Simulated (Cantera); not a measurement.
A closed system holds: 1 mol Si, 0.51 mol Cl2, 0.5 mol H2, equilibrated at 16500 Torr.

Method: chemical equilibrium by Gibbs-energy minimisation in Cantera with the NASA 1993 tables (ideal gas, pure condensed phases). Candidate condensed phases: Si; 19 gas species. The numbers say what is thermodynamically allowed, not how fast it happens. All values below are at 427 °C.

Base state: H2 0.591, SiCl4 0.207, SiHCl3 0.190, SiH2Cl2 0.0115, SiH3Cl 0.000148, HCl 0.000132 (mole fractions); condensed: Si(s).

What changes in the equilibrium state with this change: Si replaced by SiCl4?


| species | before | after |
|---|---|---|
| HCl | 0.000132 | 0.498 |
| SiCl4 | 0.207 | 0.498 |
| Cl2 | <1e-9 | 0.00498 |
| H2 | 0.591 | <1e-9 |
| SiHCl3 | 0.190 | <1e-9 |
| SiH2Cl2 | 0.0115 | <1e-9 |
| SiH3Cl | 0.000148 | <1e-9 |
| Si(s), mol | 0.707 | 0 |
